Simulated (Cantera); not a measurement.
Input (Python, Cantera) and output of one run.

```python
import numpy as np
import cantera as ct

gas_names = [...]  # 148 gases of nasa_gas.yaml made of Al, C, H, N, O
cond_names = """
    AL(cr) AL(L) ALN(s) AL2O3(a) AL2O3(L) C(gr) C6H6(L) C7H8(L) C8H18(L),n-octa H2O(s) H2O(L)
""".split()


# ... load() reads the species with a 1 bar reference pressure and builds the phases ...
atoms = {
    'Al(CH3)3': {'AL': 1, 'C': 3, 'H': 9},
    'N2O': {'N': 2, 'O': 1},
    'H2': {'H': 2},
}
top_T = {'ALN(s)': 2750, 'C(gr)': 4500}  # K; cautious upper limits of use, not melting points


# ... equilibrate(T, P, feed) seeds the gas with the atoms and calls Mixture.equilibrate('TP', solver="vcs", rtol=1e-11, max_steps=5000) ...
results = []
feed = {'Al(CH3)3': 1, 'N2O': 1, 'H2': 1.5}  # mol
P = 1300  # Pa
for T in [750, 950, 1150, 1350, 1550, 1750, 1950]:
    mix = equilibrate(T, P, feed)
    results.append((T, P, feed, dict(zip(mix.species_names, mix.species_moles))))
    x = sorted(zip(gas.X, gas.species_names), reverse=True)
    print(f"T = {T:g} K  P = {P:g} Pa  gas = {mix.phase_moles(0):.4g} mol")
    print("   x: " + "  ".join(f"{s} {v:.3e}" for v, s in x if v > 1e-06))
    print("   condensed (mol): " + ("  ".join(f"{mix.phase(i).name} {mix.phase_moles(i):.4g}"
          for i in range(1, mix.n_phases) if mix.phase_moles(i) > 1e-12) or "none"))
```

It prints:

```
T = 750 K  P = 1300 Pa  gas = 6.637 mol
   x: H2 8.448e-01  N2 1.256e-01  CH4 2.963e-02  NH3 1.827e-05
   condensed (mol): ALN(s) 0.3333  AL2O3(a) 0.3333  C(gr) 2.803
T = 950 K  P = 1300 Pa  gas = 6.822 mol
   x: H2 8.762e-01  N2 1.222e-01  CH4 1.673e-03  NH3 3.073e-06  CO 2.804e-06
   condensed (mol): ALN(s) 0.3333  AL2O3(a) 0.3333  C(gr) 2.989
T = 1150 K  P = 1300 Pa  gas = 6.834 mol
   x: H2 8.775e-01  N2 1.218e-01  CO 4.686e-04  CH4 2.343e-04  HCN 1.366e-05
   condensed (mol): ALN(s) 0.3355  AL2O3(a) 0.3323  C(gr) 2.995
T = 1350 K  P = 1300 Pa  gas = 6.909 mol
   x: H2 8.683e-01  N2 1.151e-01  CO 1.640e-02  HCN 1.030e-04  CH4 5.650e-05  H 1.948e-05  C2H2,acetylene 1.075e-06  H2O 1.061e-06  HNC 1.012e-06
   condensed (mol): ALN(s) 0.4089  AL2O3(a) 0.2956  C(gr) 2.886
T = 1550 K  P = 1300 Pa  gas = 7.501 mol
   x: H2 7.996e-01  CO 1.333e-01  N2 6.649e-02  HCN 3.428e-04  H 2.470e-04  CH4 1.690e-05  C2H2,acetylene 1.283e-05  HNC 6.770e-06  H2O 1.679e-06
   condensed (mol): ALN(s) 1  C(gr) 1.997
T = 1750 K  P = 1300 Pa  gas = 7.51 mol
   x: H2 7.974e-01  CO 1.332e-01  N2 6.614e-02  H 1.821e-03  HCN 1.097e-03  AL 2.353e-04  C2H2,acetylene 9.162e-05  HNC 3.710e-05  ALH 1.253e-05  CH4 7.548e-06  AL2O 6.313e-06
   condensed (mol): ALN(s) 0.998  C(gr) 1.99
T = 1950 K  P = 1300 Pa  gas = 7.767 mol
   x: H2 7.659e-01  CO 1.284e-01  N2 7.318e-02  AL 1.934e-02  H 8.799e-03  HCN 2.853e-03  ALH 6.038e-04  C2H2,acetylene 4.186e-04  AL2O 3.279e-04  HNC 1.477e-04  CH4 3.710e-06  AL2 1.939e-06  ALOH 1.048e-06
   condensed (mol): ALN(s) 0.84  C(gr) 1.973
```

Equilibrium computed with Cantera from the NASA thermochemical tables; the gas is ideal and each condensed phase is pure. The feed counts by its element totals alone. Mutual solubility and eutectic melting of coexisting phases are not modelled. Condensed phases not in the tables: aluminium oxynitride.
